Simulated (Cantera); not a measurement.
An isothermal, constant-pressure homogeneous reactor starts with 26.3 % C2H6, 73.7 % H2, at 1475 K and 0.00250 bar.

Cantera simulation using GRI-Mech 3.0 (53 species, 325 reactions); the numbers are that mechanism's predictions, not measurements. GRI-Mech 3.0 stops at C3 and has no aromatics, soot or wall deposition, so with more carbon than oxygen in the feed, carbon stays in small species such as C2H2 where larger ones or solid carbon would form. Radical loss at walls, strong at low pressure, is not modelled.

Question: Predict: x(C2H6) at 6.00 s; x(H2) at 6.00 s; x(C2H2) at 6.00 s; x(C2H) at 6.00 s; x(C2H4) at 6.00 s.

Answer: 
```
Quantity                                             Result
-----------------  ----------------------------------------
x(C2H6) at 6.00 s   2.01e-5 (gas-phase equilibrium 2.80e-9)
x(H2) at 6.00 s         0.708 (gas-phase equilibrium 0.827)
x(C2H2) at 6.00 s       0.114 (gas-phase equilibrium 0.172)
x(C2H) at 6.00 s    2.53e-8 (gas-phase equilibrium 7.94e-8)
x(C2H4) at 6.00 s  0.00102 (gas-phase equilibrium 0.000129)
```
